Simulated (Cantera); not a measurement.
**Chlorosilane synthesis and conversion: SiCl₄ + HCl + H₂ + Cl₂**

A closed system holds: 1 mol SiCl₄, 2.1 mol HCl, 2.8 mol H₂, 2.6 mol Cl₂, at 1273.15 K and 578 Torr.

These are equilibrium values from Cantera (NASA tables, ideal gas, pure condensed phases), not measurements of a reactor. Candidate condensed phases: Si; 19 gas species. The tables' values for SiCl₃ are old estimates; treat these amounts as uncertain. The numbers say what is thermodynamically allowed, not how fast it happens.

```
Item                                  Value
--------------------------------  ---------
x(HCl)                                0.859
x(SiCl₄)                              0.117
x(H₂)                                0.0233
x(SiCl₃)                           0.000257
x(SiHCl₃)                          0.000127
x(Cl)                               3.90e-6
x(SiCl₂)                            3.70e-6
gas amount                        8.501 mol
log10 activity of Si(s) (absent)      -7.35
```
